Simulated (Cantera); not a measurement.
## Equilibrium for chlorosilane synthesis and conversion: SiCl₄ + H₂

Input: 1 mol SiCl₄, 5.8 mol H₂, at 0.280 bar.

Cantera equilibrium calculation (NASA polynomials, part measured and part estimated; ideal gas, pure solids and liquids). Candidate condensed phases: Si; 19 gas species. The tables' values for SiCl₃ are old estimates; treat these amounts as uncertain. Rates play no part.

| T (K) | x H₂ | x SiCl₄ | x HCl | x SiHCl₃ | x SiCl₂ | x SiCl₃ |
|---|---|---|---|---|---|---|
| 900 | 0.835 | 0.129 | 0.0178 | 0.0172 | 8.08e-6 | 0.000148 |
| 925 | 0.833 | 0.127 | 0.0201 | 0.0192 | 1.85e-5 | 0.000244 |
| 950 | 0.831 | 0.125 | 0.0224 | 0.0212 | 4.04e-5 | 0.000389 |
| 975 | 0.828 | 0.123 | 0.0250 | 0.0233 | 8.43e-5 | 0.000604 |
| 1000 | 0.825 | 0.120 | 0.0277 | 0.0252 | 0.000168 | 0.000914 |
| 1025 | 0.823 | 0.117 | 0.0306 | 0.0272 | 0.000323 | 0.00135 |
| 1050 | 0.819 | 0.115 | 0.0337 | 0.0289 | 0.000593 | 0.00194 |
| 1075 | 0.816 | 0.112 | 0.0372 | 0.0304 | 0.00104 | 0.00271 |
| 1100 | 0.812 | 0.108 | 0.0411 | 0.0316 | 0.00176 | 0.00370 |
| 1125 | 0.808 | 0.105 | 0.0455 | 0.0324 | 0.00285 | 0.00493 |
| 1150 | 0.804 | 0.101 | 0.0505 | 0.0327 | 0.00441 | 0.00638 |
| 1175 | 0.798 | 0.0971 | 0.0564 | 0.0324 | 0.00653 | 0.00805 |
| 1200 | 0.792 | 0.0927 | 0.0630 | 0.0317 | 0.00929 | 0.00991 |
| 1225 | 0.785 | 0.0878 | 0.0706 | 0.0305 | 0.0127 | 0.0119 |
x: gas mole fraction; nothing condenses.

From 900 K to 1225 K nothing is condensed. The main Si-bearing gas is SiCl₄ throughout.
